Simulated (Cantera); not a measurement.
Cantera run, input and output.

```python
import numpy as np
import cantera as ct

gas = ct.Solution("gri30.yaml", transport_model="multicomponent")
show = ['CH3', 'H2O', 'O']

rows = []
print(f"{'T/K':>7s}{'rho':>11s}{'cp':>10s}{'mu':>11s}{'lambda':>11s}{'Pr':>7s}" + "".join(f"{'D_' + s:>11s}" for s in show))
for T in [400, 600, 800, 1000, 1200, 1400, 1600]:
    gas.TPX = T, 13332, {'NO': 0.72}
    Pr = gas.cp_mass * gas.viscosity / gas.thermal_conductivity
    D = [gas.mix_diff_coeffs_mole[gas.species_index(s)] for s in show]
    rows.append([gas.density, gas.cp_mass, gas.viscosity, gas.thermal_conductivity, Pr, *D])
    print(f"{T:7g}{gas.density:11.4e}{gas.cp_mass:10.1f}{gas.viscosity:11.4e}"
          f"{gas.thermal_conductivity:11.4e}{Pr:7.3f}" + "".join(f"{d:11.4e}" for d in D))
print("SI units: kg/m3, J/kg/K, Pa s, W/m/K, m2/s")
```

It prints:

```
    T/K        rho        cp         mu     lambda     Pr      D_CH3      D_H2O        D_O
    400 1.2028e-01     998.6 2.3120e-05 3.2481e-02  0.711 2.8153e-04 2.9710e-04 4.0064e-04
    600 8.0190e-02    1040.9 3.0618e-05 4.5000e-02  0.708 5.6680e-04 6.3136e-04 7.9758e-04
    800 6.0142e-02    1092.2 3.7097e-05 5.7257e-02  0.708 9.2271e-04 1.0572e-03 1.2920e-03
   1000 4.8114e-02    1132.7 4.2948e-05 6.8778e-02  0.707 1.3420e-03 1.5628e-03 1.8743e-03
   1200 4.0095e-02    1159.2 4.8363e-05 7.9307e-02  0.707 1.8196e-03 2.1406e-03 2.5378e-03
   1400 3.4367e-02    1181.0 5.3449e-05 8.9329e-02  0.707 2.3521e-03 2.7852e-03 3.2775e-03
   1600 3.0071e-02    1198.6 5.8275e-05 9.8884e-02  0.706 2.9365e-03 3.4925e-03 4.0896e-03
SI units: kg/m3, J/kg/K, Pa s, W/m/K, m2/s
```

Detailed kinetics in Cantera: GRI-Mech 3.0 (53 species, 325 reactions). The composition is frozen, though it would react at the higher temperatures.
